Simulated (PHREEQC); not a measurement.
HCl is added in steps, without added water, to 1 kg of water holding 0.0022 mol ZnSO4 and 0.0017 mol NaCl, at 35 °C. O2 is buffered at 0.21 atm. The system is closed to CO2. No solid was allowed to form.

Base run: PHREEQC, ion-association model, phreeqc.dat. Each further column changes one thing. The table gives HSO4- (mol/kgw).

```
HCl added (mol)      base  Davies equation for every ion  Debye-Hückel limiting law  database wateq4f.dat  metal-ligand complexes left out
---------------  --------  -----------------------------  -------------------------  --------------------  -------------------------------
0                 2.62e-7                        2.58e-7                    2.47e-7               2.62e-7                                …
9.75e-05          1.27e-5                        1.25e-5                    1.21e-5               1.26e-5                          1.47e-5
0.0002275         2.93e-5                        2.89e-5                    2.79e-5               2.93e-5                          3.40e-5
0.000325          4.16e-5                        4.10e-5                    3.96e-5               4.16e-5                                …
0.0004225         5.38e-5                        5.30e-5                    5.12e-5               5.37e-5                                …
0.0005525         6.98e-5                        6.87e-5                    6.64e-5               6.97e-5                                …
0.00065           8.17e-5                        8.04e-5                    7.76e-5               8.15e-5                          9.43e-5
0.0007475         9.34e-5                        9.19e-5                    8.87e-5               9.32e-5                                …
0.0008775        0.000109                       0.000107                   0.000103              0.000109                         0.000125
0.000975         0.000120                       0.000118                   0.000114              0.000120                         0.000139
0.001073         0.000131                       0.000129                   0.000125              0.000131                                …
0.001203         0.000146                       0.000144                   0.000139              0.000146                                …
0.0013           0.000157                       0.000155                   0.000149              0.000157                         0.000181
```

**Question.** Fill in the missing entries.

**Answer.** 
- 0, metal-ligand complexes left out: 3.33e-7
- 0.000325, metal-ligand complexes left out: 4.82e-5
- 0.0004225, metal-ligand complexes left out: 6.22e-5
- 0.0005525, metal-ligand complexes left out: 8.07e-5
- 0.0007475, metal-ligand complexes left out: 0.000108
- 0.001073, metal-ligand complexes left out: 0.000151
- 0.001203, metal-ligand complexes left out: 0.000168

 phreeqc.dat and wateq4f.dat share most of their constants, so their agreement is no independent check.
